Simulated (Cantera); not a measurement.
A closed system holds: 1 mol Ti(OiPr)₄, 0.88 mol C₃H₈, 1.2 mol H₂, equilibrated at 1525 K.

Cantera equilibrium calculation (NASA polynomials, part measured and part estimated; ideal gas, pure solids and liquids). Candidate condensed phases: C, C₆H₆, C₇H₈, C₈H₁₈, H₂O, Ti, TiC, TiO, TiO₂, Ti₂O₃, Ti₃O₅, Ti₄O₇; 113 gas species. The feed counts by its element totals alone. TiC: taken at fixed stoichiometry. Rates play no part.

x: gas mole fraction; n: condensed amount in mol.

```
P (Pa)   x H₂   x CO         x H       x CH₄  n C(graphite)  n TiC(s)
------  -----  -----  ----------  ----------  -------------  --------
10      0.822  0.176     0.00214     1.54e-7           9.64      1.00
63      0.823  0.176    0.000855     9.74e-7           9.64      1.00
400     0.824  0.176  (withheld)  (withheld)           9.64      1.00
2500    0.824  0.176    0.000136     3.87e-5           9.64      1.00
16000   0.824  0.176  (withheld)  (withheld)           9.63      1.00
100000  0.822  0.176     2.14e-5     0.00154           9.61      1.00
```

Question: Some entries are withheld; supply them.

Answer: 
- 16000, x H: 5.37e-5
- 16000, x CH₄: 0.000248
- 400, x H: 0.000339
- 400, x CH₄: 6.19e-6
